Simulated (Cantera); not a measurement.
Feed: 1 mol ZrO₂, 6 mol H₂, 3.2 mol H₂O, held at 23.0 Pa.

These are equilibrium values from Cantera (NASA tables, ideal gas, pure condensed phases), not measurements of a reactor. Candidate condensed phases: H₂O, Zr, ZrO₂; 12 gas species. Rates play no part. All values below are at 1398 K.

Base state: H₂ 0.652, H₂O 0.348, H 0.000252 (mole fractions); condensed: ZrO₂(monoclinic).

Q: What changes in the equilibrium state with this change: ZrO₂ replaced by FeS?

A: 
| species | before | after |
|---|---|---|
| H₂ | 0.652 | 0.680 |
| H₂O | 0.348 | 0.290 |
| S₂ | 0 | 0.0176 |
| Fe | 0 | 5.56e-5 |
| H₂S | 0 | 0.00845 |
| SO₂ | 0 | 0.00152 |
| SH | 0 | 0.00115 |
| ZrO₂(monoclinic), mol | 1.00 | 0 |
| FeO(s), mol | 0 | 0.440 |
| FeS(s), mol | 0 | 0.559 |
Metal and sulfide melt together well below either melting point, which pure phases cannot show. Mutual solubility and eutectic melting of coexisting phases are not modelled. The tables' stoichiometric FeO is somewhat more stable than real wüstite, so its field is too wide. FeO, FeS: taken at fixed stoichiometry. Further candidate phases: Fe, FeO, Fe(OH)₂, Fe(OH)₃, FeS, FeSO₄, FeS₂, Fe₂O₃, Fe₂(SO₄)₃, Fe₃O₄, H₂SO₄, S.
